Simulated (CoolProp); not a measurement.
Aqueous magnesium chloride as a coolant, 8 % by mass, freezing at -5.7 °C, 1 atm.

Computed with CoolProp (Melinder's fits for secondary coolants).

```csv
T (°C),density (kg/m³),viscosity (mPa s),Prandtl number,conductivity (W/(m K))
-4.3,1071,2.94,20.2,0.537
0.6,1071,2.44,16.5,0.547
5.6,1070,2.05,13.7,0.556
10.6,1069,1.75,11.5,0.565
15.5,1067,1.52,9.84,0.573
20.5,1066,1.32,8.47,0.582
25.5,1064,1.16,7.34,0.590
30.4,1062,1.03,6.41,0.599
35.4,1060,0.904,5.58,0.607
```
